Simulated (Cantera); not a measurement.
Input: 1 mol Ti, 0.049 mol O2, 1.3 mol H2, at 9000 Torr.

Equilibrium computed with Cantera from the NASA thermochemical tables; the gas is ideal and each condensed phase is pure. Candidate condensed phases: H2O, Ti, TiO, TiO2, Ti2O3, Ti3O5, Ti4O7; 12 gas species. Mutual solubility and eutectic melting of coexisting phases are not modelled. TiO: taken at fixed stoichiometry. Condensed phases not in the tables: N, O or C dissolved in the metal. Equilibrium is a limit: real reactors are often held back by kinetics, nucleation or transport. All values below are at 800 °C.

Base state: H2 1.00 (mole fractions); condensed: Ti(α) + TiO(s).

Q: What changes in the equilibrium state with this change: Ti replaced by Fe?

A: 
| species | before | after |
|---|---|---|
| H2 | 1.00 | 0.925 |
| H2O | <1e-9 | 0.0754 |
| Ti(α), mol | 0.902 | 0 |
| TiO(s), mol | 0.0980 | 0 |
| Fe(α), mol | 0 | 1.00 |
Further candidate phases: Fe, FeO, Fe(OH)2, Fe(OH)3, Fe2O3, Fe3O4.
